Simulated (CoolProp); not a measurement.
R236EA at 293.15 K and 1.91 MPa is throttled through a valve to 1.3 MPa with no heat exchange. Each further row changes one setting.

Values from CoolProp's reference Helmholtz-energy equation of state, Rui 2013.

```tsv
case	temperature change (K)	final density (kg/m³)
as stated	+0.1	1450
outlet pressure 0.39 MPa	+0.3	1440
outlet pressure 1.69 MPa	+0.0	1450
```
